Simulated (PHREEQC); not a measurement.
Arsenic or selenium liquor: an equilibrium model

Make-up at 25 °C: 0.062 mol Na2SeO3, 0.00067 mol HCl and 0.00016 mol FeCl3 per kg of water. Closed to the air; pH follows from the charge balance.

The numbers come from PHREEQC with the ion-association model, wateq4f.dat.

Each row changes one thing in this solution. No solid was allowed to form.

| case | pH | ionic strength (mol/kgw) | HSeO3- (mol/kgw) | Fe(OH)4- (mol/kgw) | Fe(OH)3 (mol/kgw) | Fe(OH)2+ (mol/kgw) | SI of Halite (NaCl) | SI of Goethite (FeOOH) |
|---|---|---|---|---|---|---|---|---|
| as made | 9.77 | 0.185 | 0.00137 | 0.000141 | 1.90e-5 | 3.49e-8 | -5.70 | +8.86 |
| 0.039 mol/kgw NaCl added | 9.76 | 0.224 | 0.00137 | 0.000141 | 1.91e-5 | 3.71e-8 | -4.05 | +8.87 |
| temperature from 25 to 65 °C | 9.58 | 0.184 | 0.00196 | 0.000152 | 7.53e-6 | 4.69e-9 | -5.80 | +7.56 |
| diluted 2-fold with water | 9.80 | 0.0923 | 0.000728 | 7.05e-5 | 9.44e-6 | 1.48e-8 | -6.25 | +8.54 |
| diluted 100-fold with water | 9.52 | 0.00181 | 4.75e-5 | 1.22e-6 | 3.84e-7 | 9.44e-10 | -9.47 | +7.14 |
| temperature from 25 to 35 °C | 9.74 | 0.184 | 0.00145 | 0.000146 | 1.42e-5 | 1.86e-8 | -5.72 | +8.49 |
| Na2SeO3 from 0.062 to 0.093 mol/kgw | 9.91 | 0.278 | 0.00142 | 0.000147 | 1.35e-5 | 1.90e-8 | -5.55 | +8.72 |

Some of these states are supersaturated (in Fe(OH)3(a), Hematite (slow to form), Goethite (slow to form), for instance). Away from 25 °C the constants follow the database's enthalpies or fits; those with neither stay at their 25 °C values.
